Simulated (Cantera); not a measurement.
An isothermal, constant-pressure homogeneous reactor starts with H2 : O2 = 0.024 : 1 (molar parts), at 1450 K and 20.0 Torr.

Model: GRI-Mech 3.0 (53 species, 325 reactions), integrated in Cantera. Radical loss at walls, strong at low pressure, is not modelled.

x: mole fraction; the columns are a selection and need not sum to one.

```json
[
 {"t (s)": "3.00e-6", "x H2": "0.0234", "x O2": "0.977", "x H2O": "2.03e-11", "x O": "9.77e-10", "x H": "[?]", "x OH": "9.73e-10", "x H2O2": "<1e-12"},
 {"t (s)": "1.02e-5", "x H2": "0.0234", "x O2": "0.977", "x H2O": "6.45e-10", "x O": "8.77e-9", "x H": "[?]", "x OH": "8.63e-9", "x H2O2": "2.54e-12"},
 {"t (s)": "3.44e-5", "x H2": "0.0234", "x O2": "0.977", "x H2O": "1.58e-8", "x O": "6.05e-8", "x H": "[?]", "x OH": "5.75e-8", "x H2O2": "2.84e-11"},
 {"t (s)": "0.000116", "x H2": "0.0234", "x O2": "0.977", "x H2O": "3.71e-7", "x O": "5.01e-7", "x H": "[?]", "x OH": "4.47e-7", "x H2O2": "3.01e-10"},
 {"t (s)": "0.000393", "x H2": "0.0234", "x O2": "0.977", "x H2O": "4.39e-5", "x O": "3.74e-5", "x H": "[?]", "x OH": "3.25e-5", "x H2O2": "2.71e-9"},
 {"t (s)": "0.00133", "x H2": "0.000350", "x O2": "0.955", "x H2O": "0.0205", "x O": "0.0188", "x H": "[?]", "x OH": "0.00369", "x H2O2": "4.52e-8"},
 {"t (s)": "0.00451", "x H2": "0.000190", "x O2": "0.956", "x H2O": "0.0211", "x O": "0.0182", "x H": "[?]", "x OH": "0.00322", "x H2O2": "3.77e-8"},
 {"t (s)": "0.0152", "x H2": "0.000160", "x O2": "0.960", "x H2O": "0.0214", "x O": "0.0151", "x H": "[?]", "x OH": "0.00295", "x H2O2": "3.56e-8"},
 {"t (s)": "0.0516", "x H2": "9.52e-5", "x O2": "0.966", "x H2O": "0.0221", "x O": "0.00874", "x H": "[?]", "x OH": "0.00228", "x H2O2": "2.95e-8"},
 {"t (s)": "0.175", "x H2": "2.92e-5", "x O2": "0.973", "x H2O": "0.0230", "x O": "0.00261", "x H": "[?]", "x OH": "0.00127", "x H2O2": "1.73e-8"},
 {"t (s)": "0.591", "x H2": "4.80e-6", "x O2": "0.976", "x H2O": "0.0234", "x O": "0.000421", "x H": "[?]", "x OH": "0.000516", "x H2O2": "6.28e-9"},
 {"t (s)": "2.00", "x H2": "6.92e-7", "x O2": "0.976", "x H2O": "0.0236", "x O": "6.04e-5", "x H": "[?]", "x OH": "0.000196", "x H2O2": "1.68e-9"}
]
```

Fill in the missing entries.


- 3.00e-6, x H: 5.30e-9
- 1.02e-5, x H: 1.31e-8
- 3.44e-5, x H: 2.70e-8
- 0.000116, x H: 1.13e-7
- 0.000393, x H: 7.22e-6
- 0.00133, x H: 0.00144
- 0.00451, x H: 0.00120
- 0.0152, x H: 0.000911
- 0.0516, x H: 0.000406
- 0.175, x H: 6.69e-5
- 0.591, x H: 4.38e-6
- 2.00, x H: 2.39e-7
